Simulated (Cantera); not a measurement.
# Low-pressure radical oxidation in H2/O2

An isothermal, constant-pressure homogeneous reactor starts with H2 : O2 = 0.014 : 1 (molar parts), equivalence ratio 0.0070, at 1023 K and 20.0 Torr.

Model: GRI-Mech 3.0 (53 species, 325 reactions), integrated in Cantera. Radical loss at walls, strong at low pressure, is not modelled.

```json
[
 {"t (s)": "8.00e-5", "x H2": "0.0138", "x O2": "0.986", "x HO2": "3.95e-11", "x OH": "1.68e-11", "x H2O2": "<1e-12", "x O": "1.87e-11", "x H": "2.30e-11"},
 {"t (s)": "0.000228", "x H2": "0.0138", "x O2": "0.986", "x HO2": "1.14e-10", "x OH": "7.90e-11", "x H2O2": "<1e-12", "x O": "1.05e-10", "x H": "4.85e-11"},
 {"t (s)": "0.000649", "x H2": "0.0138", "x O2": "0.986", "x HO2": "3.36e-10", "x OH": "4.45e-10", "x H2O2": "<1e-12", "x O": "7.44e-10", "x H": "1.86e-10"},
 {"t (s)": "0.00185", "x H2": "0.0138", "x O2": "0.986", "x HO2": "1.58e-9", "x OH": "1.27e-8", "x H2O2": "<1e-12", "x O": "2.34e-8", "x H": "4.85e-9"},
 {"t (s)": "0.00526", "x H2": "0.0135", "x O2": "0.986", "x HO2": "3.56e-6", "x OH": "0.000104", "x H2O2": "3.93e-9", "x O": "0.000195", "x H": "4.23e-5"},
 {"t (s)": "0.0150", "x H2": "0.000116", "x O2": "0.981", "x HO2": "4.48e-6", "x OH": "0.000467", "x H2O2": "7.30e-8", "x O": "0.00486", "x H": "0.000473"},
 {"t (s)": "0.0427", "x H2": "2.02e-5", "x O2": "0.985", "x HO2": "2.30e-6", "x OH": "0.000209", "x H2O2": "5.00e-8", "x O": "0.00142", "x H": "6.14e-5"},
 {"t (s)": "0.122", "x H2": "3.48e-6", "x O2": "0.986", "x HO2": "9.27e-7", "x OH": "8.85e-5", "x H2O2": "3.90e-8", "x O": "0.000262", "x H": "4.80e-6"},
 {"t (s)": "0.346", "x H2": "4.82e-7", "x O2": "0.986", "x HO2": "2.76e-7", "x OH": "3.48e-5", "x H2O2": "2.30e-8", "x O": "4.00e-5", "x H": "2.88e-7"},
 {"t (s)": "0.986", "x H2": "6.87e-8", "x O2": "0.986", "x HO2": "6.73e-8", "x OH": "1.41e-5", "x H2O2": "9.50e-9", "x O": "6.42e-6", "x H": "1.87e-8"},
 {"t (s)": "2.81", "x H2": "1.18e-8", "x O2": "0.986", "x HO2": "1.61e-8", "x OH": "6.24e-6", "x H2O2": "3.12e-9", "x O": "1.25e-6", "x H": "1.61e-9"},
 {"t (s)": "8.00", "x H2": "2.57e-9", "x O2": "0.986", "x HO2": "4.25e-9", "x OH": "3.05e-6", "x H2O2": "9.67e-10", "x O": "2.97e-7", "x H": "1.87e-10"}
]
```
x: mole fraction; the columns are a selection and need not sum to one.

Equilibrium at this temperature and pressure: H2 1.47e-11, O2 0.986, HO2 6.41e-10, OH 2.43e-7, H2O2 8.47e-12, O 1.91e-9, H <1e-12 (gas phase only).
